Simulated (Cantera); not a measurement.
Input: 1 mol FeS, 1.7 mol H2S, 0.53 mol O2, at 1350 Torr.

Method: chemical equilibrium by Gibbs-energy minimisation in Cantera with the NASA 1993 tables (ideal gas, pure condensed phases). Candidate condensed phases: Fe, FeO, Fe(OH)2, Fe(OH)3, FeS, FeSO4, FeS2, Fe2O3, Fe2(SO4)3, Fe3O4, H2O, H2SO4, S; 22 gas species. FeS: taken at fixed stoichiometry. Gases not in the tables: S3 to S7. Rates play no part. All values below are at 725 °C.

Base state: H2O 0.421, H2S 0.347, S2 0.195, SO2 0.0286, H2 0.00422, S2O 0.00335, SH 2.31e-5, S8 1.41e-5 (mole fractions); condensed: FeS(s).

Task: What changes in the equilibrium state with this change: FeS replaced by MgCO3?

Result: 
| species | before | after |
|---|---|---|
| CO2 | 0 | 0.305 |
| H2O | 0.421 | 0.298 |
| H2S | 0.347 | 0.229 |
| SO2 | 0.0286 | 0.0192 |
| S2 | 0.195 | 0.136 |
| COS | 0 | 0.00512 |
| CO | 0 | 0.00236 |
| CS2 | 0 | 2.05e-5 |
| S8 | 1.41e-5 | 3.36e-6 |
| S2O | 0.00335 | 0.00210 |
| FeS(s), mol | 1.00 | 0 |
| MgO(s), mol | 0 | 1.00 |
Further candidate phases: C, C6H6, C7H8, C8H18, Mg, MgCO3, MgO, Mg(OH)2, MgS, MgSO4.
